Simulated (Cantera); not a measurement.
## Stirred combustor or abatement burner

A perfectly stirred reactor is fed with 4.03 % C3H8, 20.2 % O2, 75.8 % N2, equivalence ratio 1.0, at 33000 Pa; it is adiabatic with a 548 K inlet, and is followed from long to short residence time, starting on the burning branch (τ in s: 0.062, 0.034, 0.018, 0.01, 0.0054, 0.003, 0.0016, 0.00088, 0.00048, 0.00026, 0.00014, 7.7e-05).

Model: GRI-Mech 3.0 (53 species, 325 reactions), integrated in Cantera. GRI-Mech 3.0 was tuned for natural gas; its chemistry of propane as a main component is partial and can be far from experiment.

```
τ (s)    T (K)    x C3H8    x O2    x CH2    x N2O    x HCO      x O
-------  -----  --------  ------  -------  -------  -------  -------
0.062     2275   3.63e-7  0.0145  2.33e-7  8.65e-8  1.22e-7  0.00194
0.034     2244   6.13e-7  0.0161  3.51e-7  7.29e-8  2.23e-7  0.00240
0.018     2203   1.06e-6  0.0179  5.27e-7  6.06e-8  4.18e-7  0.00303
0.010     2162   1.75e-6  0.0196  7.58e-7  5.24e-8  7.44e-7  0.00372
0.0054    2117   2.98e-6  0.0213  1.12e-6  4.66e-8  1.35e-6  0.00448
0.0030    2076   5.04e-6  0.0229  1.66e-6  4.29e-8  2.39e-6  0.00518
0.0016    2035   9.04e-6  0.0246  2.61e-6  4.02e-8  4.39e-6  0.00581
0.00088   1999   1.63e-5  0.0264  4.19e-6  3.84e-8  7.87e-6  0.00620
0.00048   1963   3.09e-5  0.0288  7.16e-6  3.68e-8  1.44e-5  0.00626
0.00026   1919   6.41e-5  0.0330  1.32e-5  3.48e-8  2.70e-5  0.00579
0.00014   1837  0.000170  0.0424  2.76e-5  2.98e-8  5.31e-5  0.00423
7.7e-5     548    0.0403   0.202   <1e-12   <1e-12   <1e-12   <1e-12
```
x: mole fraction; the columns are a selection and need not sum to one.
